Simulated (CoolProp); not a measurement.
Vapour-liquid equilibrium of R113 (1) + acetone (2) at 0.0304 MPa; x and y are mole fractions of (1).

The numbers come from the multi-fluid Helmholtz-energy mixture model, Marx 1992 and Lemmon 2006; pair parameters Bell 2016 in CoolProp.

### Question
Give the bubble temperature and the first vapour's composition at x = 0.05, 0.2, 0.35. Is there an azeotrope?

### Answer
x = 0.05: 294.9 K, y = 0.162; x = 0.2: 289.7 K, y = 0.418; x = 0.35: 287.4 K, y = 0.536. y crosses x between x = 0.65 and 0.8: the model has an azeotrope there.

Pair parameters are fitted to limited data, so mixtures are less certain than the pure fluids.
